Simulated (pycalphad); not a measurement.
Effect of Si content in Ti-Mn-Si

All values are pycalphad results on the COST 507 light-alloy database (1999) (1 atm), not direct measurements. The data set is of 1999 and partly superseded. Not assessed as a whole: an extrapolation from subsystems, which can miss ternary compounds. Phase fractions are per mole of atoms. Diffusion is slow at the low end, where real alloys seldom reach equilibrium.

```json
[
 {"alloy": "Ti-0.79Mn-0.87Si (at.%)", "liquidus (K)": "1915", "first solid": "bcc", "solidus (K)": "1807", "phases at 600 K": "hcp 0.96, SITI3 0.02, ALPHA_TIMN 0.01"},
 {"alloy": "Ti-0.79Mn-3.49Si (at.%)", "liquidus (K)": "1869", "first solid": "bcc", "solidus (K)": "1646", "phases at 600 K": "hcp 0.86, SITI3 0.13, ALPHA_TIMN 0.01"},
 {"alloy": "Ti-0.79Mn-5.24Si (at.%)", "liquidus (K)": "1837", "first solid": "bcc", "solidus (K)": "1603", "phases at 600 K": "hcp 0.78, SITI3 0.20, ALPHA_TIMN 0.02"},
 {"alloy": "Ti-0.79Mn-10.47Si (at.%)", "liquidus (K)": "1694", "first solid": "bcc", "solidus (K)": "1601", "phases at 600 K": "hcp 0.57, SITI3 0.41, ALPHA_TIMN 0.02"}
]
```

Database names, with the compositions (at.%) that they take in these runs: SITI3: Ti 75 Si 25; ALPHA_TIMN: Ti 50 Mn 50.
